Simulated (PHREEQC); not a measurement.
Make-up at 90 °C: 0.00098 mol/kgw AgNO3, 0.037 mol/kgw HF and 0.021 mol/kgw Na2SO4. Closed to the air; pH follows from the charge balance.

Equilibrium calculation in PHREEQC: ion-association model, wateq4f.dat.

No solid was allowed to form.

### Question
Order these F species by the share of F that they hold, largest first: H2F2, HF, HF2-, F-, NaF.

### Answer
HF (80 %), F- (15 %), HF2- (3.7 %), H2F2 (0.93 %), NaF (0.21 %)

### Question
Order these Ag species by the share of Ag that they hold, largest first: AgF, Ag+, AgSO4-.

### Answer
Ag+ (85 %), AgSO4- (15 %), AgF (0.28 %)

The pH is 2.90 and the ionic strength 0.0570 mol/kgw. Away from 25 °C the constants follow the database's enthalpies or fits; those with neither stay at their 25 °C values.
